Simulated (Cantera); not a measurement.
Input (Python, Cantera) and output of one run.

```python
import numpy as np
import cantera as ct

gas_names = """
    CL CL2 N N2 Si SiCL SiCL2 SiCL3 SiCL4 SiN Si2 Si2N Si3
""".split()
cond_names = """
    Si(cr) Si(L) Si3N4(a)
""".split()


def load(file, names, dense=False):
    # The tables refer to 1 bar. Condensed volumes are neglected.
    table = {s.name: s for s in ct.Species.list_from_file(file)}
    out = []
    for n in names:
        d = dict(table[n].input_data)
        d["thermo"] = dict(d["thermo"], **{"reference-pressure": 1e5})
        if dense:
            d["equation-of-state"] = {"model": "constant-volume", "density": "1e6 g/cm^3"}
        out.append(ct.Species.from_dict(d))
    return out


gas = ct.Solution(thermo="ideal-gas", species=load("nasa_gas.yaml", gas_names))
cond = {s.name: ct.Solution(thermo="fixed-stoichiometry", species=[s], name=s.name)
        for s in load("nasa_condensed.yaml", cond_names, dense=True)}
atoms = {
    'Si': {'Si': 1},
    'Cl2': {'CL': 2},
    'N2': {'N': 2},
}
top_T = {'Si3N4(a)': 2400}  # K; cautious upper limits of use, not melting points


def equilibrate(T, P, feed):
    n = {}
    for name, mol in feed.items():
        for a, k in atoms[name].items():
            n[a] = n.get(a, 0.0) + k * mol
    gas.TPX = T, P, n
    mass = sum(n.values()) * gas.mean_molecular_weight
    gas.equilibrate("TP")
    valid = [c for c in cond.values() if c.min_temp <= T <= top_T.get(c.name, c.max_temp)]
    mix = ct.Mixture([(gas, mass / gas.mean_molecular_weight)] + [(c, 0.0) for c in valid])
    mix.T, mix.P = T, P
    mix.equilibrate("TP", solver="vcs", rtol=1e-11, max_steps=5000)
    return mix


results = []
T = 650  # K
P = 510  # Pa
for m in [0.86, 1.1, 1.3, 1.6, 1.9, 2.3, 2.8, 3.5]:
    feed = {'Si': 1, 'Cl2': m, 'N2': 3}  # mol
    mix = equilibrate(T, P, feed)
    results.append((T, P, feed, dict(zip(mix.species_names, mix.species_moles))))
    x = sorted(zip(gas.X, gas.species_names), reverse=True)
    print(f"T = {T:g} K  P = {P:g} Pa  n(Cl2) = {m:g} mol  gas = {mix.phase_moles(0):.4g} mol")
    print("   x: " + "  ".join(f"{s} {v:.3e}" for v, s in x if v > 1e-05))
    print("   condensed (mol): " + ("  ".join(f"{mix.phase(i).name} {mix.phase_moles(i):.4g}"
          for i in range(1, mix.n_phases) if mix.phase_moles(i) > 1e-12) or "none"))
```

It prints:

```
T = 650 K  P = 510 Pa  n(Cl2) = 0.86 mol  gas = 3.05 mol
   x: N2 8.590e-01  SiCL4 1.410e-01
   condensed (mol): Si3N4(a) 0.19
T = 650 K  P = 510 Pa  n(Cl2) = 1.1 mol  gas = 3.25 mol
   x: N2 8.308e-01  SiCL4 1.692e-01
   condensed (mol): Si3N4(a) 0.15
T = 650 K  P = 510 Pa  n(Cl2) = 1.3 mol  gas = 3.417 mol
   x: N2 8.098e-01  SiCL4 1.902e-01
   condensed (mol): Si3N4(a) 0.1167
T = 650 K  P = 510 Pa  n(Cl2) = 1.6 mol  gas = 3.667 mol
   x: N2 7.818e-01  SiCL4 2.182e-01
   condensed (mol): Si3N4(a) 0.06667
T = 650 K  P = 510 Pa  n(Cl2) = 1.9 mol  gas = 3.917 mol
   x: N2 7.574e-01  SiCL4 2.426e-01
   condensed (mol): Si3N4(a) 0.01667
T = 650 K  P = 510 Pa  n(Cl2) = 2.3 mol  gas = 4.3 mol
   x: N2 6.977e-01  SiCL4 2.326e-01  CL2 6.977e-02
   condensed (mol): none
T = 650 K  P = 510 Pa  n(Cl2) = 2.8 mol  gas = 4.8 mol
   x: N2 6.250e-01  SiCL4 2.083e-01  CL2 1.667e-01
   condensed (mol): none
T = 650 K  P = 510 Pa  n(Cl2) = 3.5 mol  gas = 5.5 mol
   x: N2 5.455e-01  CL2 2.727e-01  SiCL4 1.818e-01
   condensed (mol): none
```

Method: chemical equilibrium by Gibbs-energy minimisation in Cantera with the NASA 1993 tables (ideal gas, pure condensed phases). N2 is the only nitrogen source here; it is nearly inert below about 1500 K, so the nitride shown seldom forms there in practice.
